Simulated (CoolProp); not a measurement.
Saturated liquid density (kg/m³) of propylene: the reference equation beside estimates from Tc = 91.1 °C, pc = 4.555 MPa, ω = 0.146.

Model: reference Helmholtz-energy equation of state, Lemmon 2013, in CoolProp.

| T (°C) | reference | van der Waals | Soave-Redlich-Kwong |
|---|---|---|---|
| -57.95 | 622.7 | 392.6 | 585.3 |
| -49.35 | 612.2 | 386.3 | 575.2 |
| -40.75 | 601.5 | 379.7 | 564.6 |
| -32.15 | 590.5 | ? | 553.4 |
| -23.55 | 579.2 | 365.8 | 541.6 |
| -14.85 | 567.3 | 358.4 | ? |
| -6.25 | 555.2 | 350.6 | 515.6 |
| 2.35 | 542.6 | 342.5 | 501.5 |
| 10.95 | 529.4 | ? | 486.4 |
| 19.55 | 515.5 | 324.8 | 470.2 |

### Question
What belongs in the gaps?

### Answer

- -32.15, van der Waals: 372.9
- -14.85, Soave-Redlich-Kwong: 528.9
- 10.95, van der Waals: 333.9

Absolute difference from the reference over all 10 rows, mean and median: van der Waals 36.9 and 36.9 %, Soave-Redlich-Kwong 6.9 and 6.6 %.
